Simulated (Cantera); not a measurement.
A closed system holds: 1 mol BN, 0.5 mol O₂, 0.52 mol H₂, at 0.580 bar.

These are equilibrium values from Cantera (NASA tables, ideal gas, pure condensed phases), not measurements of a reactor. Candidate condensed phases: B, BN, B₂O₃, B₃O₃H₃, H₂O; 39 gas species. Gases not in the tables: H₃BO₃. Rates play no part.

Problem. At 727 °C, list the 4 most abundant gas species with their mole fractions, and the condensed phases.

Solution. H₂ 0.606, N₂ 0.390, H₂O 0.00358, NH₃ 9.96e-5. Condensed: BN(s) + B₂O₃(l).
